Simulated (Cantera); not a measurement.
Input: 1 mol Pb, 0.25 mol H2, 0.4 mol O2, equilibrated at 1.00 bar.

Equilibrium computed with Cantera from the NASA thermochemical tables; the gas is ideal and each condensed phase is pure. Candidate condensed phases: H2O, Pb, PbO, PbO2, Pb3O4; 12 gas species. Each liquid is taken as pure. Mutual solubility and eutectic melting of coexisting phases are not modelled. Kinetics and transport are ignored.

x: gas mole fraction; n: condensed amount in mol.

```tsv
T (K)	x H2O	x Pb	x H2	x PbO	x OH	x Pb2	x H	n Pb(l)	n PbO(yellow)	n PbO(l)
900	1.000	1.37e-6	9.98e-5	7.46e-9	1.10e-11	<1e-12	1.17e-12	0.450	0.550	0
925	1.000	2.67e-6	0.000111	2.04e-8	2.93e-11	?	2.74e-12	0.450	0.550	0
950	1.000	5.03e-6	0.000122	5.28e-8	7.42e-11	?	6.15e-12	0.450	0.550	0
975	1.000	9.17e-6	0.000134	1.30e-7	1.79e-10	?	1.33e-11	0.450	0.550	0
1000	1.000	1.62e-5	0.000147	3.05e-7	4.14e-10	?	2.75e-11	0.450	0.550	0
1025	1.000	2.78e-5	0.000161	6.85e-7	9.17e-10	?	5.53e-11	0.450	0.550	0
1050	1.000	4.65e-5	0.000175	1.48e-6	1.96e-9	?	1.07e-10	0.450	0.550	0
1075	1.000	7.59e-5	0.000190	3.08e-6	4.03e-9	?	2.02e-10	0.450	0.550	0
1100	1.000	0.000121	0.000206	6.19e-6	8.02e-9	?	3.71e-10	0.450	0.550	0
1125	1.000	0.000189	0.000223	1.21e-5	1.55e-8	?	6.63e-10	0.450	0.550	0
1150	0.999	0.000290	0.000240	2.28e-5	2.91e-8	?	1.16e-9	0.450	0.550	0
1175	0.999	0.000435	0.000268	4.03e-5	5.21e-8	?	2.01e-9	0.450	0	0.550
1200	0.999	0.000643	0.000304	6.82e-5	9.03e-8	?	3.44e-9	0.450	0	0.550
```

Task: Fill in the missing entries.

Result: 
- 925, x Pb2: 2.49e-12
- 950, x Pb2: 7.20e-12
- 975, x Pb2: 1.97e-11
- 1000, x Pb2: 5.10e-11
- 1025, x Pb2: 1.26e-10
- 1050, x Pb2: 2.98e-10
- 1075, x Pb2: 6.76e-10
- 1100, x Pb2: 1.48e-9
- 1125, x Pb2: 3.11e-9
- 1150, x Pb2: 6.33e-9
- 1175, x Pb2: 1.25e-8
- 1200, x Pb2: 2.40e-8
